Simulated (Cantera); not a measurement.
An adiabatic, constant-volume homogeneous reactor starts with CO : H2 : O2 : N2 = 1 : 0.035 : 1.33 : 4.99 (molar parts), equivalence ratio 0.39, at 1350 K and 4.93 atm. Integrator tolerance rtol = 1e-08.

Model: GRI-Mech 3.0 (53 species, 325 reactions), integrated in Cantera. The hydrogen kinetics of GRI-Mech 3.0 are dated; newer H2 mechanisms differ, most at raised pressure.

Q: What does this change do: pressure from 4.93 atm to 1.00 atm?

A: 
```csv
quantity,before,after
time of steepest temperature rise,58.1 µs,0.216 ms
temperature at 0.400 s,2545 K,2497 K
equilibrium temperature,2545 K,2497 K
x(CO) at 0.400 s,0.00658 (gas-phase equilibrium 0.00658),0.0110 (gas-phase equilibrium 0.0110)
x(H2) at 0.400 s,3.14e-5 (gas-phase equilibrium 3.14e-5),5.17e-5 (gas-phase equilibrium 5.17e-5)
x(O2) at 0.400 s,0.111 (gas-phase equilibrium 0.111),0.113 (gas-phase equilibrium 0.113)
x(H) at 0.400 s,5.82e-5 (gas-phase equilibrium 5.82e-5),0.000136 (gas-phase equilibrium 0.000136)
x(OH) at 0.400 s,0.00169 (gas-phase equilibrium 0.00169),0.00211 (gas-phase equilibrium 0.00211)
x(CO2) at 0.400 s,0.139 (gas-phase equilibrium 0.139),0.134 (gas-phase equilibrium 0.134)
```

Q: What does this change do: H2 0.035 to 0.024 parts?

A: 
```csv
quantity,before,after
time of steepest temperature rise,58.1 µs,73.4 µs
temperature at 0.400 s,2545 K,2539 K
equilibrium temperature,2545 K,2539 K
x(CO) at 0.400 s,0.00658 (gas-phase equilibrium 0.00658),0.00638 (gas-phase equilibrium 0.00638)
x(H2) at 0.400 s,3.14e-5 (gas-phase equilibrium 3.14e-5),2.02e-5 (gas-phase equilibrium 2.02e-5)
x(O2) at 0.400 s,0.111 (gas-phase equilibrium 0.111),0.112 (gas-phase equilibrium 0.112)
x(H) at 0.400 s,5.82e-5 (gas-phase equilibrium 5.82e-5),4.55e-5 (gas-phase equilibrium 4.55e-5)
x(OH) at 0.400 s,0.00169 (gas-phase equilibrium 0.00169),0.00135 (gas-phase equilibrium 0.00135)
x(CO2) at 0.400 s,0.139 (gas-phase equilibrium 0.139),0.139 (gas-phase equilibrium 0.139)
```

Q: What does this change do: pressure from 4.93 atm to 0.336 atm?

A: 
| quantity | before | after |
|---|---|---|
| time of steepest temperature rise | 58.1 µs | 0.668 ms |
| temperature at 0.400 s | 2545 K | 2455 K |
| equilibrium temperature | 2545 K | 2455 K |
| x(CO) at 0.400 s | 0.00658 (gas-phase equilibrium 0.00658) | 0.0147 (gas-phase equilibrium 0.0147) |
| x(H2) at 0.400 s | 3.14e-5 (gas-phase equilibrium 3.14e-5) | 6.87e-5 (gas-phase equilibrium 6.87e-5) |
| x(O2) at 0.400 s | 0.111 (gas-phase equilibrium 0.111) | 0.114 (gas-phase equilibrium 0.114) |
| x(H) at 0.400 s | 5.82e-5 (gas-phase equilibrium 5.82e-5) | 0.000225 (gas-phase equilibrium 0.000225) |
| x(OH) at 0.400 s | 0.00169 (gas-phase equilibrium 0.00169) | 0.00238 (gas-phase equilibrium 0.00238) |
| x(CO2) at 0.400 s | 0.139 (gas-phase equilibrium 0.139) | 0.130 (gas-phase equilibrium 0.130) |
